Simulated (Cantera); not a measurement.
An adiabatic, constant-volume homogeneous reactor starts with 11.2 % CH₄, 18.7 % O₂, 70.1 % N₂, at 1573 K and 0.970 bar.

Computed with Cantera and GRI-Mech 3.0 (53 species, 325 reactions).

### Question
Predict: time of steepest temperature rise; temperature at 2.00 s; equilibrium temperature; x(O₂) at 2.00 s; x(O) at 2.00 s; x(NO) at 2.00 s; x(H) at 2.00 s; x(CO₂) at 2.00 s; x(N₂O) at 2.00 s.

### Answer
```json
{
  "time_of_steepest_temperature_rise": "0.608 ms",
  "temperature at 2.00 s": "2950 K",
  "equilibrium_temperature": "2950 K",
  "x(O₂) at 2.00 s": "0.0104 (gas-phase equilibrium 0.0104)",
  "x(O) at 2.00 s": "0.00694 (gas-phase equilibrium 0.00694)",
  "x(NO) at 2.00 s": "0.00905 (gas-phase equilibrium 0.00905)",
  "x(H) at 2.00 s": "0.0191 (gas-phase equilibrium 0.0191)",
  "x(CO₂) at 2.00 s": "0.0352 (gas-phase equilibrium 0.0352)",
  "x(N₂O) at 2.00 s": "6.48e-7 (gas-phase equilibrium 6.48e-7)"
}
```
